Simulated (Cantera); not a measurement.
A perfectly stirred reactor is fed with CH4 : C2H6 : O2 : N2 = 1 : 0.57 : 7.83 : 29.5 (molar parts), at 9750 Torr; it is adiabatic with a 300 K inlet, and is followed from long to short residence time, starting on the burning branch (τ in s: 0.47, 0.2, 0.087, 0.037, 0.016, 0.0069, 0.003, 0.0013, 0.00055, 0.00024, 0.0001, 4.4e-05, 1.9e-05).

Cantera simulation using GRI-Mech 3.0 (53 species, 325 reactions); the numbers are that mechanism's predictions, not measurements. The pressure lies above the range GRI-Mech 3.0 was tuned for (to about 10 atm).

Predict: blow-out, bracketed by the residence times tried; x(CH4) at τ = 0.470 s; x(C2H6) at τ = 0.470 s; x(O2) at τ = 0.470 s; x(H2O2) at τ = 0.470 s; x(NO) at τ = 0.470 s; x(CH4) at τ = 3.00 ms; x(C2H6) at τ = 3.00 ms; x(O2) at τ = 3.00 ms; x(H2O2) at τ = 3.00 ms; x(NO) at τ = 3.00 ms.


```
Quantity                                                                      Result
------------------------------------------------  ----------------------------------
blow-out, bracketed by the residence times tried  burning at 3.00 ms, out at 1.30 ms
x(CH4) at τ = 0.470 s                                                        3.24e-6
x(C2H6) at τ = 0.470 s                                                       3.96e-7
x(O2) at τ = 0.470 s                                                          0.0979
x(H2O2) at τ = 0.470 s                                                       5.00e-8
x(NO) at τ = 0.470 s                                                         5.33e-7
x(CH4) at τ = 3.00 ms                                                       0.000819
x(C2H6) at τ = 3.00 ms                                                      0.000119
x(O2) at τ = 3.00 ms                                                           0.107
x(H2O2) at τ = 3.00 ms                                                       8.85e-6
x(NO) at τ = 3.00 ms                                                         3.31e-8
```
